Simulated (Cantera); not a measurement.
What does this Cantera script print?

```python
import numpy as np
import cantera as ct

gas = ct.Solution("gri30.yaml")
gas.TPX = 1073, 290000, {'CH3OH': 0.024, 'O2': 0.017, 'N2': 1}
inlet = ct.Reservoir(gas, clone=True)

reactor = ct.IdealGasConstPressureReactor(gas, energy="off", clone=False)
exhaust = ct.Reservoir(gas, clone=True)
tau = [1.1, 0.54, 0.28, 0.14, 0.073, 0.037, 0.019, 0.0097, 0.005, 0.0025][0]
for a, b in ((inlet, reactor), (reactor, exhaust)):
    ct.MassFlowController(a, b, mdot=lambda t: reactor.mass / tau)
net = ct.ReactorNet([reactor])
show = ['CH3OH', 'O2', 'CH2CO', 'C2H2', 'H2O', 'CH4']

rows = []
print(f"{'tau/s':>10s}{'T/K':>9s}" + "".join(f"{s:>11s}" for s in show))
for tau in [1.1, 0.54, 0.28, 0.14, 0.073, 0.037, 0.019, 0.0097, 0.005, 0.0025]:
    net.initial_time = 0.0
    net.advance(30 * tau)
    before = gas.X
    net.advance(40 * tau)
    drift = np.max(np.abs(gas.X - before) / (gas.X + 1e-9))
    rows.append([gas.T, *gas[show].X, drift])
    print(f"{tau:10.3e}{gas.T:9.1f}" + "".join(f"{x:11.3e}" for x in gas[show].X))
```

Output:

```
     tau/s      T/K      CH3OH         O2      CH2CO       C2H2        H2O        CH4
 1.100e+00   1073.0  2.790e-04  8.512e-04  2.030e-08  1.105e-11  2.210e-02  4.074e-06
 5.400e-01   1073.0  5.147e-04  1.164e-03  2.948e-08  6.685e-12  2.219e-02  3.076e-06
 2.800e-01   1073.0  8.367e-04  1.515e-03  4.076e-08  5.014e-12  2.233e-02  2.423e-06
 1.400e-01   1073.0  1.341e-03  1.992e-03  5.432e-08  3.811e-12  2.235e-02  1.862e-06
 7.300e-02   1073.0  2.049e-03  2.591e-03  6.596e-08  2.763e-12  2.210e-02  1.421e-06
 3.700e-02   1073.0  3.173e-03  3.454e-03  7.220e-08  1.699e-12  2.132e-02  1.038e-06
 1.900e-02   1073.0  4.905e-03  4.682e-03  6.629e-08  8.150e-13  1.968e-02  7.228e-07
 9.700e-03   1073.0  7.752e-03  6.619e-03  4.390e-08  2.447e-13  1.645e-02  4.450e-07
 5.000e-03   1073.0  1.262e-02  9.943e-03  1.309e-08  2.616e-14  1.044e-02  1.932e-07
 2.500e-03   1073.0  2.305e-02  1.633e-02  1.148e-15  8.246e-18  1.032e-07  3.427e-08
```

Detailed kinetics in Cantera: GRI-Mech 3.0 (53 species, 325 reactions). GRI-Mech 3.0 was tuned for natural gas; its chemistry of methanol as a main component is partial and can be far from experiment.
